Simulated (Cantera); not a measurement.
## Ammonia decomposition in nitride growth gas

An isothermal, constant-pressure homogeneous reactor starts with 86.2 % NH3, 13.8 % N2, at 2350 K and 203 Torr.

Detailed kinetics in Cantera: the gas-phase N/H chemistry of the illustrative SiF4/NH3 mechanism in the Surface Chemkin manual (1991). Walls and surfaces, which speed up NH3 decomposition in real reactors, are not modelled.

```csv
t (s),x NH3,x H2,x N,x NH2,x NH
4.00e-6,0.861,0.000244,4.80e-10,0.000493,4.67e-7
1.31e-5,0.860,0.000833,1.86e-8,0.00160,6.87e-6
4.29e-5,0.854,0.00353,1.93e-7,0.00449,4.27e-5
0.000141,0.832,0.0198,9.65e-7,0.00612,7.88e-5
0.000461,0.765,0.0749,2.97e-6,0.00524,9.60e-5
0.00151,0.590,0.216,6.19e-6,0.00393,0.000109
0.00494,0.288,0.460,8.71e-6,0.00227,9.79e-5
0.0162,0.0429,0.657,1.02e-5,0.000622,5.59e-5
0.0530,5.83e-5,0.679,3.03e-6,4.99e-6,2.75e-6
0.174,3.89e-6,0.678,2.68e-7,3.66e-7,2.22e-7
0.569,1.27e-6,0.678,8.75e-8,1.20e-7,7.24e-8
1.86,1.02e-6,0.678,7.03e-8,9.60e-8,5.82e-8
6.11,1.02e-6,0.678,7.03e-8,9.59e-8,5.81e-8
20.0,1.02e-6,0.678,7.03e-8,9.59e-8,5.81e-8
```
x: mole fraction; the columns are a selection and need not sum to one.

Equilibrium at this temperature and pressure: NH3 1.02e-6, H2 0.678, N 7.03e-8, NH2 9.59e-8, NH 5.81e-8 (gas phase only).
